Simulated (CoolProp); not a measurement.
Aqueous ammonia as a coolant, at 8 °C, 1 atm.

Computed with CoolProp (Melinder's fits for secondary coolants).

```tsv
mass %	freezing point (°C)	viscosity (mPa s)	density (kg/m³)	cp (kJ/(kg K))	Prandtl number
5.5	-6.8	1.50	977.5	4.201	11.8
7.8	-10.1	1.53	968.8	4.203	12.3
10.1	-13.8	1.56	960.5	4.207	12.9
12.5	-18.1	1.62	952.3	4.210	13.7
14.8	-22.8	1.67	944.6	4.213	14.6
17.1	-28.3	1.73	937.3	4.217	15.5
19.4	-34.6	1.76	930.2	4.221	16.2
21.7	-42.1	1.78	923.2	4.225	16.6
24	-51.1	1.77	916.4	4.231	16.8
26.4	-62.3	1.75	909.5	4.237	17.0
28.7	-75.5	1.76	903.0	4.244	17.4
```
